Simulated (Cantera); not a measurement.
Input: 1 mol C₆H₆, 0.42 mol NH₃, at 2102 °C and 17300 Torr.

Equilibrium computed with Cantera from the NASA thermochemical tables; the gas is ideal and each condensed phase is pure. Candidate condensed phases: C, C₆H₆, C₇H₈, C₈H₁₈; 92 gas species. Rates play no part.

What is the equilibrium state?

x(H₂): 0.927
x(N₂): 0.0488
x(HCN): 0.0108
x(C₂H₂ (acetylene)): 0.00575
x(CH₄): 0.00367
x(H): 0.00283
x(HNC): 0.00109
x(CH₃): 0.000207
x(C₂H₄): 0.000142
n(C(graphite)): 5.89 mol
gas amount: 3.830 mol
